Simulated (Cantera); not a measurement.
## Carbon deposition, reforming and gasification: C2H6 + O2

Feed: 1 mol C2H6, 0.018 mol O2, equilibrated at 1330 Pa.

These are equilibrium values from Cantera (NASA tables, ideal gas, pure condensed phases), not measurements of a reactor. Candidate condensed phases: C, C6H6, C7H8, C8H18, H2O; 131 gas species. Ions and electrons are included (thermal ionisation). Equilibrium is a limit: real reactors are often held back by kinetics, nucleation or transport.

From 2000 K to 3000 K the condensed part is C(graphite). From 3250 K to 5000 K nothing is condensed. The main C-bearing gas is CO at 2000 K and C at 5000 K.

| T (K) | log p H2 | log p H | log p C | log p C3 | log p C2 | log p C2H2 (acetylene) | log p CO | n C(graphite) |
|---|---|---|---|---|---|---|---|---|
| 2000 | -1.89 | -3.73 | -10.52 | -10.56 | -11.63 | -5.00 | -3.80 | 1.96 |
| 2250 | -1.91 | -3.08 | -8.44 | -8.19 | -9.24 | -4.38 | -3.81 | 1.94 |
| 2500 | -1.98 | -2.59 | -6.78 | -6.30 | -7.34 | -3.94 | -3.85 | 1.90 |
| 2750 | -2.14 | -2.24 | -5.42 | -4.77 | -5.79 | -3.70 | -3.91 | 1.82 |
| 3000 | -2.47 | -2.04 | -4.30 | -3.51 | -4.50 | -3.68 | -4.01 | 1.33 |
| 3250 | -2.97 | -1.98 | -3.52 | -2.99 | -3.78 | -4.25 | -4.11 | 0 |
| 3500 | -3.46 | -1.96 | -3.06 | -3.13 | -3.55 | -5.20 | -4.15 | 0 |
| 3750 | -3.95 | -1.97 | -2.73 | -3.48 | -3.50 | -6.22 | -4.19 | 0 |
| 4000 | -4.39 | -1.99 | -2.56 | -4.14 | -3.70 | -7.37 | -4.21 | 0 |
| 4250 | -4.76 | -2.00 | -2.51 | -5.02 | -4.06 | -8.55 | -4.22 | 0 |
| 4500 | -5.08 | -2.00 | -2.49 | -5.89 | -4.45 | -9.66 | -4.22 | 0 |
| 4750 | -5.36 | -2.00 | -2.49 | -6.69 | -4.82 | -10.67 | -4.22 | 0 |
| 5000 | -5.62 | -2.00 | -2.49 | -7.43 | -5.15 | -11.58 | -4.24 | 0 |
log p: log10 of the partial pressure in bar; n: condensed amount in mol.
